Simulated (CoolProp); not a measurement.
A simple Rankine cycle with n-butane: condensing at 297.15 K, boiler at 2.3 MPa, turbine inlet 410.2 K, turbine efficiency 0.85, pump efficiency 0.7, no recuperator. Each further row changes one setting.

Computed with CoolProp (reference Helmholtz-energy equation of state, Bücker 2006).

| case | thermal efficiency (%) | net work (kJ/kg) | heat in (kJ/kg) | turbine exit temperature (K) | volume ratio over the turbine |
|---|---|---|---|---|---|
| as stated | [?] | 82.3 | 525 | 340.4 | 11.1 |
| turbine inlet 430.2 K | 15.6 | 90.8 | 581 | 364.0 | [?] |
| condensing temperature 289.15 K | [?] | 92.2 | 545 | [?] | [?] |
| boiler pressure 1.61 MPa | 13.8 | 76.2 | 551 | [?] | 7.03 |
| turbine efficiency 0.75 | 13.7 | 72.1 | 525 | 345.7 | 11.3 |

Fill in the missing entries.


- as stated, thermal efficiency (%): 15.7
- turbine inlet 430.2 K, volume ratio over the turbine: 10.4
- condensing temperature 289.15 K, thermal efficiency (%): 16.9
- condensing temperature 289.15 K, turbine exit temperature (K): 334.4
- condensing temperature 289.15 K, volume ratio over the turbine: 14.2
- boiler pressure 1.61 MPa, turbine exit temperature (K): 356.5
